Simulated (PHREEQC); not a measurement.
A solution holds 1 mmol/kgw K2HPO4 and 3.8 mmol/kgw NH4Cl, at 35 °C. Closed to the air; pH follows from the charge balance.

The numbers come from PHREEQC with the ion-association model, wateq4f.dat.

Each row changes one thing in this solution. This is a speciation only: nothing precipitates in the calculation.

| case | pH | ionic strength (mol/kgw) | HPO4-2 (mol/kgw) | H2PO4- (mol/kgw) | KHPO4- (mol/kgw) | PO4-3 (mol/kgw) |
|---|---|---|---|---|---|---|
| as made | 7.70 | 0.00642 | 0.000808 | 0.000189 | 2.24e-6 | 3.40e-8 |
| NH4Cl left out | 8.87 | 0.00298 | 0.000980 | 1.68e-5 | 3.00e-6 | 5.38e-7 |
| NH4Cl from 0.0038 to 0.0076 mol/kgw | ___ | 0.0101 | ___ | 0.000250 | 1.92e-6 | 2.29e-8 |
| temperature from 35 to 60 °C | 7.31 | 0.00613 | ___ | 0.000336 | 1.81e-6 | 1.76e-8 |
| diluted 10-fold with water | 7.71 | 0.000638 | 7.86e-5 | 2.14e-5 | 2.73e-8 | 2.56e-9 |
| NH4Cl replaced by FeCl2 at the same molality | 7.69 | 0.0110 | 0.000156 | 3.53e-5 | 3.94e-7 | ___ |

Q: Complete the blanks.

A: 
- NH4Cl from 0.0038 to 0.0076 mol/kgw, pH: 7.52
- NH4Cl from 0.0038 to 0.0076 mol/kgw, HPO4-2 (mol/kgw): 0.000748
- temperature from 35 to 60 °C, HPO4-2 (mol/kgw): 0.000662
- NH4Cl replaced by FeCl2 at the same molality, PO4-3 (mol/kgw): 7.12e-9

Complexes and solids missing from the database can't appear. H3PO4, which wateq4f.dat lacks, is added to it with the constant of phreeqc.dat. At this temperature some constants are extrapolated from 25 °C, and those without enthalpy data are left unchanged.
